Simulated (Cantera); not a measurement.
A freely propagating, adiabatic, planar premixed flame of 22.2 % CO, 14.9 % H2, 13.2 % O2, 49.7 % N2, equivalence ratio 1.4, unburnt at 350 K and 383 Torr; mixture-averaged transport, grid criteria slope 0.08 and curve 0.16, no radiation.

Detailed kinetics in Cantera: GRI-Mech 3.0 (53 species, 325 reactions). Burning velocities carry a grid error of a few per cent, more on coarse grids.

Q: Predict: laminar burning velocity; thermal thickness; peak x(HO2); peak x(H).

A: 
```
Item                        Result
------------------------  --------
laminar burning velocity  191 cm/s
thermal thickness          1.06 mm
peak x(HO2)               0.000298
peak x(H)                   0.0441
```
